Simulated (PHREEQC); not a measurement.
Consider water at 60 °C with 7e-05 mol/kgw PbCl2. Closed to the air; pH follows from the charge balance.

Computed with PHREEQC (ion-association model, phreeqc.dat).

The pH comes out as 5.94 and the ionic strength is 0.000208 mol/kgw.

```
species  molality  activity   log γ
-------  --------  --------  ------
Cl-      0.000139  0.000137  -0.008
Pb+2      6.81e-5   6.35e-5  -0.031
H+        1.18e-6   1.16e-6  -0.008
PbOH+     1.09e-6   1.07e-6  -0.008
PbCl+     7.65e-7   7.51e-7  -0.008
OH-       8.50e-8   8.35e-8  -0.008
Pb2OH+3   1.78e-9   1.52e-9  -0.069
```

No solid was allowed to form. Saturation is exceeded, for instance for Pb(OH)2; the values hold only as long as no solid forms. Species that the database lacks are ignored. Away from 25 °C the constants follow the database's enthalpies or fits; those with neither stay at their 25 °C values.
